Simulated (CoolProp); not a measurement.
Properties of CHF3 (R23) at several states (Tc = 299.3 K, pc = 4.832 MPa, ω = 0.263).

The numbers come from the reference Helmholtz-energy equation of state, Penoncello 2003 in CoolProp.

```
T (K)  p (MPa)   phase        Z  cp (kJ/(kg K))  speed of sound (m/s)  isothermal compressibility (1/MPa)
-----  -------  ------  -------  --------------  --------------------  ----------------------------------
209.5    0.486  liquid  0.01422           1.278                 724.8                            0.002462
287.2   0.0799     gas   0.9931             [?]                 201.4                               12.60
279.2    0.324     gas   0.9685          0.7361                 195.7                               3.189
443.3   0.0697     gas   0.9988          0.9265                   [?]                               14.36
298.5    0.289     gas   0.9778          0.7520                   [?]                               3.540
314.2    0.363     gas   0.9767          0.7752                   [?]                               2.821
```

Task: Fill in the missing entries.

Result: 
- 287.2, cp (kJ/(kg K)): 0.7201
- 443.3, speed of sound (m/s): 245.6
- 298.5, speed of sound (m/s): 202.8
- 314.2, speed of sound (m/s): 207.3
